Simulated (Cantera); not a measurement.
# Adiabatic ignition

An adiabatic, constant-pressure homogeneous reactor starts with 1.24 % C3H8, 20.8 % O2, 78.0 % N2, equivalence ratio 0.30, at 1550 K and 1.01 bar.

Cantera simulation using GRI-Mech 3.0 (53 species, 325 reactions); the numbers are that mechanism's predictions, not measurements. GRI-Mech 3.0 was tuned for natural gas; its chemistry of propane as a main component is partial and can be far from experiment.

```json
[
 {"t (s)": "7.00e-6", "T (K)": "1545", "x C3H8": "0.0116", "x O2": "0.207", "x H2": "0.000149", "x C2H2": "4.27e-7", "x NO2": "<1e-12"},
 {"t (s)": "2.49e-5", "T (K)": "1552", "x C3H8": "0.00716", "x O2": "0.203", "x H2": "0.00162", "x C2H2": "3.66e-5", "x NO2": "2.99e-12"},
 {"t (s)": "8.84e-5", "T (K)": "1931", "x C3H8": "<1e-12", "x O2": "0.141", "x H2": "0.00175", "x C2H2": "<1e-12", "x NO2": "2.23e-9"},
 {"t (s)": "0.000314", "T (K)": "2105", "x C3H8": "<1e-12", "x O2": "0.140", "x H2": "0.000876", "x C2H2": "<1e-12", "x NO2": "2.56e-8"},
 {"t (s)": "0.00112", "T (K)": "2185", "x C3H8": "<1e-12", "x O2": "0.142", "x H2": "0.000224", "x C2H2": "<1e-12", "x NO2": "9.76e-8"},
 {"t (s)": "0.00397", "T (K)": "2196", "x C3H8": "<1e-12", "x O2": "0.142", "x H2": "0.000140", "x C2H2": "<1e-12", "x NO2": "2.04e-7"},
 {"t (s)": "0.0141", "T (K)": "2196", "x C3H8": "<1e-12", "x O2": "0.142", "x H2": "0.000139", "x C2H2": "<1e-12", "x NO2": "5.33e-7"},
 {"t (s)": "0.0501", "T (K)": "2193", "x C3H8": "<1e-12", "x O2": "0.142", "x H2": "0.000138", "x C2H2": "<1e-12", "x NO2": "1.64e-6"},
 {"t (s)": "0.178", "T (K)": "2187", "x C3H8": "<1e-12", "x O2": "0.140", "x H2": "0.000133", "x C2H2": "<1e-12", "x NO2": "4.80e-6"},
 {"t (s)": "0.633", "T (K)": "2178", "x C3H8": "<1e-12", "x O2": "0.138", "x H2": "0.000127", "x C2H2": "<1e-12", "x NO2": "9.29e-6"},
 {"t (s)": "2.25", "T (K)": "2176", "x C3H8": "<1e-12", "x O2": "0.138", "x H2": "0.000126", "x C2H2": "<1e-12", "x NO2": "1.03e-5"},
 {"t (s)": "8.00", "T (K)": "2176", "x C3H8": "<1e-12", "x O2": "0.138", "x H2": "0.000126", "x C2H2": "<1e-12", "x NO2": "1.03e-5"}
]
```
x: mole fraction; the columns are a selection and need not sum to one.

* **time of steepest temperature rise**: 46.8 µs
* **temperature at 8.00 s**: 2176 K
* **equilibrium temperature**: 2176 K
* **x(C3H8) at 8.00 s**: <1e-12 (gas-phase equilibrium <1e-12)
* **x(O2) at 8.00 s**: 0.138 (gas-phase equilibrium 0.138)
* **x(H2) at 8.00 s**: 0.000126 (gas-phase equilibrium 0.000126)
